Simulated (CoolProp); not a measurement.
Vapour-liquid equilibrium of R114 (1) + R113 (2) at 359 kPa; x and y are mole fractions of (1).

Values from CoolProp's multi-fluid Helmholtz-energy mixture model, Platzer 1990 and Marx 1992; pair parameters Bell 2016. This equation is an older, rougher fit; its heat capacities, sound speeds and derivatives of the liquid may be far off and weren't checked against measurements.

Question: Give the bubble temperature and the first vapour's composition at x = 0.35, 0.45, 0.75. Is there an azeotrope?

Answer: x = 0.35: 340.7 K, y = 0.638; x = 0.45: 335.5 K, y = 0.733; x = 0.75: 323.1 K, y = 0.913. No azeotrope shows between x = 0.05 and 0.95.

Pair parameters are fitted to limited data, so mixtures are less certain than the pure fluids.
